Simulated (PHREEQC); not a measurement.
Consider water at 25 °C with 0.0023 mol/kgw HF, 0.045 mol/kgw (CH3)4NF and 0.0018 mol/kgw H2SO4. It is in equilibrium with CO2 at log p = 0 (atm). Otherwise closed; pH follows from the charge balance.

Equilibrium calculation in PHREEQC: ion-association model, phreeqc.dat.

Each row changes one thing in this solution. No solid was allowed to form.

| case | pH | ionic strength (mol/kgw) | F- (mol/kgw) | HF (mol/kgw) | HF2- (mol/kgw) | HCO3- (mol/kgw) |
|---|---|---|---|---|---|---|
| as made | 3.98 | 0.0469 | 0.0406 | 0.00514 | 0.000800 | 0.000172 |
| HF from 0.0023 to 0.00345 mol/kgw | 3.90 | 0.0469 | 0.0405 | [?] | 0.000946 | 0.000145 |
| (CH3)4NF left out | 2.47 | 0.00506 | 0.000402 | 0.00189 | 2.92e-6 | 4.78e-6 |
| (CH3)4NF from 0.045 to 0.009 mol/kgw | 3.20 | 0.0114 | [?] | 0.00505 | 0.000117 | 2.67e-5 |
| H2SO4 left out | 4.37 | 0.0450 | 0.0442 | 0.00229 | 0.000388 | 0.000423 |
| HF left out | 4.18 | 0.0469 | 0.0407 | 0.00328 | 0.000511 | 0.000271 |

Task: Complete the blanks.

Result: 
- HF from 0.0023 to 0.00345 mol/kgw, HF (mol/kgw): 0.00609
- (CH3)4NF from 0.045 to 0.009 mol/kgw, F- (mol/kgw): 0.00602

(CH3)4N+ isn't in the database: it is added as a free cation with an ion size of 4 Å.
